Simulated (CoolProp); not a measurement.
Vapour-liquid equilibrium of carbon dioxide (1) + ethane (2) at 264.9 K; x and y are mole fractions of (1).

The numbers come from the multi-fluid Helmholtz-energy mixture model, Span 1996 and Bücker 2006; pair parameters Kunz 2012 in CoolProp.

```
x     bubble pressure, mixture model (kPa)  bubble pressure, Raoult's law (kPa)  y, mixture model  y, Raoult's law
----  ------------------------------------  -----------------------------------  ----------------  ---------------
0.05                                  2125                                 1986             0.103            0.070
0.2                                   2577                                 2112             0.320            0.264
0.35                                  2897                                 2238             0.461            0.435
0.5                                   3097                                 2364             0.570            0.589
0.65                                  3185                                 2490             0.665            0.727
0.8                                   3155                                 2615             0.768            0.851
0.95                                  2935                                 2741             0.919            0.965
```

The largest gap from Raoult's law is +31.0 % in bubble pressure, at x = 0.5. y crosses x between x = 0.65 and 0.8: the model has an azeotrope there.

The pair parameters rest on a limited set of measurements; away from them the model extrapolates.
